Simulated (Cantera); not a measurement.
Cantera run:

```python
import numpy as np
import cantera as ct

gas_names = """
    H H2 Si SiH SiH2 SiH3 SiH4 Si2 Si3
""".split()
cond_names = """
    Si(cr) Si(L)
""".split()


# ... load() reads the species with a 1 bar reference pressure and builds the phases ...
atoms = {
    'SiH4': {'Si': 1, 'H': 4},
    'H2': {'H': 2},
}
top_T = {}  # K; cautious upper limits of use, not melting points


# ... equilibrate(T, P, feed) seeds the gas with the atoms and calls Mixture.equilibrate('TP', solver="vcs", rtol=1e-11, max_steps=5000) ...
results = []
feed = {'SiH4': 1, 'H2': 4.1}  # mol
T = 1725  # K
P = 390  # Pa
mix = equilibrate(T, P, feed)
results.append((T, P, feed, dict(zip(mix.species_names, mix.species_moles))))
print(gas.report(threshold=0.0001))
for i in range(1, mix.n_phases):
    print(f"{mix.phase(i).name:16s} {mix.phase_moles(i):12.5e} mol")
```

Output:

```
       temperature   1725 K
          pressure   390 Pa
           density   5.4955e-05 kg/m^3
  mean mol. weight   2.021 kg/kmol
   phase of matter   gas

                          1 kg             1 kmol
                     ---------------   ---------------
          enthalpy        2.1993e+07        4.4447e+07  J
   internal energy        1.4896e+07        3.0104e+07  J
           entropy        1.1366e+05         2.297e+05  J/K
    Gibbs function       -1.7407e+08       -3.5179e+08  J
 heat capacity c_p             16421             33186  J/K
 heat capacity c_v             12307             24872  J/K

                      mass frac. Y      mole frac. X     chem. pot. / RT
                     ---------------   ---------------   ---------------
                 H         0.0014809         0.0029691           -12.285
                H2           0.99426           0.99673           -24.569
                Si         0.0036172        0.00026029            -5.013
     [   +6 minor]        0.00063735        4.1939e-05

Si(L)             9.98142e-01 mol
```

Method: chemical equilibrium by Gibbs-energy minimisation in Cantera with the NASA 1993 tables (ideal gas, pure condensed phases). Gases not in the tables: Si2H6 and higher silanes.
